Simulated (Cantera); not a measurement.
A perfectly stirred reactor is fed with CH4 : O2 : N2 = 1 : 1.25 : 8.88 (molar parts), at 3830 Torr; it is adiabatic with a 675 K inlet, and is followed from long to short residence time, starting on the burning branch (τ in s: 0.047, 0.023, 0.011, 0.0054, 0.0026, 0.0013, 0.00062, 0.0003, 0.00015, 7.2e-05, 3.5e-05, 1.7e-05, 8.3e-06).

Model: GRI-Mech 3.0 (53 species, 325 reactions), integrated in Cantera.

x: mole fraction; the columns are a selection and need not sum to one.

```csv
τ (s),T (K),x CH4,x O2,x HCN,x CO,x HCO,x H2O2,x C2H
0.047,1699,0.00941,0.00167,1.56e-6,0.0387,1.32e-8,2.00e-8,1.45e-8
0.023,1689,[?],[?],[?],0.0391,[?],[?],1.62e-8
0.011,1667,0.0115,0.00501,8.96e-7,0.0405,4.88e-8,7.58e-8,1.60e-8
0.0054,1623,0.0134,0.00921,3.92e-7,0.0427,1.10e-7,1.63e-7,1.17e-8
0.0026,675,0.0898,0.112,<1e-12,<1e-12,<1e-12,<1e-12,<1e-12
0.0013,675,0.0898,0.112,<1e-12,<1e-12,<1e-12,<1e-12,<1e-12
0.00062,675,0.0898,0.112,<1e-12,<1e-12,<1e-12,<1e-12,<1e-12
0.00030,675,0.0898,0.112,<1e-12,<1e-12,<1e-12,<1e-12,<1e-12
0.00015,675,0.0898,0.112,<1e-12,<1e-12,<1e-12,<1e-12,<1e-12
7.2e-5,675,0.0898,0.112,<1e-12,<1e-12,<1e-12,<1e-12,<1e-12
3.5e-5,675,0.0898,0.112,<1e-12,<1e-12,<1e-12,<1e-12,<1e-12
1.7e-5,675,0.0898,0.112,<1e-12,<1e-12,<1e-12,<1e-12,<1e-12
8.3e-6,675,0.0898,0.112,<1e-12,<1e-12,<1e-12,<1e-12,<1e-12
```

Question: Some entries are withheld; supply them.

Answer: 
- 0.023, x CH4: 0.0104
- 0.023, x O2: 0.00286
- 0.023, x HCN: 1.32e-6
- 0.023, x HCO: 2.40e-8
- 0.023, x H2O2: 3.80e-8
